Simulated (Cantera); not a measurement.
What does this Cantera script print?

```python
import numpy as np
import cantera as ct

gas = ct.Solution("gri30.yaml")
gas.TPX = 1400, 100000, {'CO': 0.016, 'O2': 0.0028, 'H2O': 0.00017, 'N2': 1}
inlet = ct.Reservoir(gas, clone=True)

reactor = ct.IdealGasConstPressureReactor(gas, energy="off", clone=False)
exhaust = ct.Reservoir(gas, clone=True)
tau = [3.9, 1.2, 0.36, 0.11, 0.033, 0.0099, 0.003][0]
for a, b in ((inlet, reactor), (reactor, exhaust)):
    ct.MassFlowController(a, b, mdot=lambda t: reactor.mass / tau)
net = ct.ReactorNet([reactor])
show = ['CO', 'O2', 'H2O', 'HO2', 'NO', 'H2', 'NO2']

rows = []
print(f"{'tau/s':>10s}{'T/K':>9s}" + "".join(f"{s:>11s}" for s in show))
for tau in [3.9, 1.2, 0.36, 0.11, 0.033, 0.0099, 0.003]:
    net.initial_time = 0.0
    net.advance(30 * tau)
    before = gas.X
    net.advance(40 * tau)
    drift = np.max(np.abs(gas.X - before) / (gas.X + 1e-9))
    rows.append([gas.T, *gas[show].X, drift])
    print(f"{tau:10.3e}{gas.T:9.1f}" + "".join(f"{x:11.3e}" for x in gas[show].X))
```

It prints:

```
     tau/s      T/K         CO         O2        H2O        HO2         NO         H2        NO2
 3.900e+00   1400.0  1.015e-02  3.918e-06  7.527e-05  1.037e-09  9.533e-07  5.960e-05  9.352e-12
 1.200e+00   1400.0  1.016e-02  9.520e-06  6.463e-05  2.564e-09  1.650e-06  4.848e-05  3.367e-11
 3.600e-01   1400.0  1.020e-02  2.749e-05  4.999e-05  7.364e-09  2.791e-06  3.313e-05  1.350e-10
 1.100e-01   1400.0  1.038e-02  8.812e-05  3.736e-05  2.257e-08  4.054e-06  1.849e-05  5.109e-10
 3.300e-02   1400.0  1.095e-02  2.867e-04  3.507e-05  6.511e-08  4.168e-06  9.762e-06  1.351e-09
 9.900e-03   1400.0  1.225e-02  8.118e-04  4.961e-05  1.521e-07  2.333e-06  6.520e-06  1.545e-09
 3.000e-03   1400.0  1.415e-02  1.750e-03  9.550e-05  2.649e-07  4.452e-07  4.930e-06  4.736e-10
```

Model: GRI-Mech 3.0 (53 species, 325 reactions), integrated in Cantera.
